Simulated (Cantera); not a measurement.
Input: 1 mol PbO, 4.8 mol H2, 9.9 mol H2O, at 69.0 Pa.

These are equilibrium values from Cantera (NASA tables, ideal gas, pure condensed phases), not measurements of a reactor. Candidate condensed phases: H2O, Pb, PbO, PbO2, Pb3O4; 12 gas species. Rates play no part.

x: gas mole fraction; nothing condenses.

```tsv
T (K)	x H2O	x H2	x Pb	x H	x OH
1075	0.694	0.242	0.0637	2.75e-7	(withheld)
1225	0.694	0.242	0.0637	5.84e-6	(withheld)
1375	0.694	0.242	0.0637	6.42e-5	(withheld)
1525	0.694	0.242	0.0636	0.000443	(withheld)
1675	0.693	0.241	0.0634	0.00217	(withheld)
1825	0.689	0.238	0.0630	0.00818	(withheld)
1975	0.673	0.231	0.0619	0.0251	(withheld)
```

Problem. Complete the blanks.

Solution. 
- 1075, x OH: 2.99e-9
- 1225, x OH: 1.52e-7
- 1375, x OH: 3.31e-6
- 1525, x OH: 3.94e-5
- 1675, x OH: 0.000302
- 1825, x OH: 0.00165
- 1975, x OH: 0.00694
